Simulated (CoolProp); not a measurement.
R1132(E) along the isotherm 369.5 K: fugacity coefficient from the reference equation and from simpler models built on Tc = 348.8 K, pc = 5.174 MPa, ω = 0.245; each cubic takes its own stable root.

The numbers come from the reference Helmholtz-energy equation of state, Akasaka 2024 in CoolProp.

```
p (MPa)          phase  reference  van der Waals  Redlich-Kwong  Soave-Redlich-Kwong
-------  -------------  ---------  -------------  -------------  -------------------
0.406              gas     0.9777         0.9798         0.9775               0.9781
0.812              gas     0.9557         0.9597         0.9552               0.9564
1.22               gas     0.9337     (withheld)         0.9330               0.9349
1.62               gas     0.9123         0.9198         0.9114               0.9139
2.03               gas     0.8906         0.8996         0.8895               0.8926
2.44               gas     0.8690         0.8794         0.8677               0.8715
2.84               gas     0.8480         0.8598         0.8466               0.8510
3.25               gas     0.8267         0.8396         0.8251               0.8302
3.66               gas     0.8054         0.8193         0.8038               0.8095
4.06               gas     0.7848         0.7994         0.7830               0.7894
4.47               gas     0.7637         0.7788         0.7617               0.7689
4.88               gas     0.7426         0.7579         0.7405               0.7484
5.28     supercritical     0.7220         0.7372         0.7197               0.7285
5.69     supercritical     0.7007     (withheld)         0.6982               0.7080
6.09     supercritical     0.6799         0.6931         0.6770               0.6880
6.5      supercritical     0.6583         0.6691     (withheld)               0.6673
```

Task: Some entries are withheld; supply them.

Result: 
- 1.22, van der Waals: 0.9395
- 5.69, van der Waals: 0.7154
- 6.5, Redlich-Kwong: 0.6550
